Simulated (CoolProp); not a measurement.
Model: reference Helmholtz-energy equation of state, Lemmon 2006, in CoolProp. It is a short technical equation, of lower accuracy than the large ones.

Give the vapour pressure (MPa), vapour density (kg/m³), enthalpy of vaporisation (kJ/kg) of saturated R141b at 393.7 K.


| T (K) | p (MPa) | vapour density (kg/m³) | enthalpy of vaporisation (kJ/kg) |
|---|---|---|---|
| 393.7 | 1.04 | 46.0 | 170 |
